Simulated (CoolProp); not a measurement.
Values from CoolProp's reference Helmholtz-energy equation of state, Lemmon 2013.

Problem. For propylene, give the phase and the density (kg/m³), cv (kJ/(kg K)), Joule-Thomson coefficient (K/MPa), isothermal compressibility (1/MPa) at 391.5 K and 12.1 MPa.

Solution. 
- 391.5 K and 12.1 MPa: supercritical; density 373, cv 1.86, Joule-Thomson coefficient 1.19, isothermal compressibility 0.0288
